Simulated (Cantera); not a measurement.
Input: 1 mol CH₃SiCl₃, 0.91 mol C₂H₄, 9.4 mol H₂, equilibrated at 750 °C and 0.00780 bar.

These are equilibrium values from Cantera (NASA tables, ideal gas, pure condensed phases), not measurements of a reactor. The feed counts by its element totals alone. The tables' values for SiCl₃ are old estimates; treat these amounts as uncertain. The numbers say what is thermodynamically allowed, not how fast it happens.

| species | before | after |
|---|---|---|
| H₂ | 0.818 | 0.681 |
| HCl | 0.171 | 0.249 |
| SiCl₄ | 0.0102 | 0.0671 |
| SiCl₃ | 0.000121 | 0.000496 |
| SiHCl₃ | 0.000415 | 0.00155 |
| SiCl₂ | 3.01e-5 | 7.72e-5 |
| CH₄ | 0.000391 | 0.000271 |
| C(graphite), mol | 1.97 | 2.21 |
| SiC(s), mol | 0.848 | 0.604 |
Gas species are given as mole fractions.

Q: What was changed between the two runs?
(A) H₂ from 9.4 to 220 mol
(B) H₂ from 9.4 to 1.3 mol
(C) temperature from 750 °C to 1375 °C
(D) temperature from 750 °C to 1727 °C

A: B, H₂ from 9.4 to 1.3 mol
